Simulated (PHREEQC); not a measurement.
**Spent oxide etchant**

A solution holds 47 mmol/kgw HF, 12 mmol/kgw H2SiF6 and 6.1 mmol/kgw H2SO4, at 5 °C. Closed to the air; pH follows from the charge balance.

The numbers come from PHREEQC with the ion-association model, phreeqc.dat.

Precipitation was switched off in this run.

### Question
What pH, ionic strength does the model give?

### Answer
pH 1.52; ionic strength 0.0498 mol/kgw.

### Question
In which forms is F present?

### Answer
SiF6-2 61 %, HF 38 %, F- 1.5 % of the F.

At this temperature some constants are extrapolated from 25 °C, and those without enthalpy data are left unchanged. SiF6-2 is the database's only silicon fluoride.
